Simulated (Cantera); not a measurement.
## Thermodynamics of aluminium and copper etching, feed Al + I₂ + N₂ + O₂

A closed system holds: 1 mol Al, 1.8 mol I₂, 0.28 mol N₂, 0.0029 mol O₂, held at 1.60 Pa.

Method: chemical equilibrium by Gibbs-energy minimisation in Cantera with the NASA 1993 tables (ideal gas, pure condensed phases). Candidate condensed phases: Al, AlI₃, AlN, Al₂O₃, I₂; 21 gas species. Mutual solubility and eutectic melting of coexisting phases are not modelled. Equilibrium is a limit: real reactors are often held back by kinetics, nucleation or transport.

At 598 K the condensed part is AlN(s) + Al₂O₃(s). At 673 K the condensed part is Al₂O₃(s). From 748 K to 1198 K the condensed part is AlN(s) + Al₂O₃(s). The main Al-bearing gas is AlI₃ at 598 K and AlI at 1198 K. The share of Al in condensed phases is highest at 1123 K (56.4 %) and lowest at 673 K (0.4 %).

| T (K) | log p I | log p AlI₃ | log p I₂ | log p N₂ | log p AlI | n AlN(s) | n Al₂O₃(s) |
|---|---|---|---|---|---|---|---|
| 598 | -6.66 | -5.02 | -5.44 | -5.58 | <-16 | 0.0421 | 0.00193 |
| 673 | -6.00 | -5.01 | -5.60 | -5.56 | <-16 | 0 | 0.00193 |
| 748 | -5.52 | -5.05 | -5.83 | -5.60 | -14.86 | 0.0142 | 0.00193 |
| 823 | -5.17 | -5.17 | -6.10 | -5.78 | -12.67 | 0.147 | 0.00193 |
| 898 | -4.96 | -5.39 | -6.50 | -6.22 | -10.80 | 0.379 | 0.00193 |
| 973 | -4.88 | -5.56 | -7.03 | -7.20 | -9.01 | 0.539 | 0.00193 |
| 1048 | -4.87 | -5.60 | -7.60 | -8.62 | -7.25 | 0.559 | 0.00193 |
| 1123 | -4.86 | -5.91 | -8.09 | -9.30 | -6.00 | 0.560 | 0.00193 |
| 1198 | -4.85 | -6.99 | -8.53 | -8.26 | -5.73 | 0.558 | 0.00193 |
log p: log10 of the partial pressure in bar; n: condensed amount in mol.
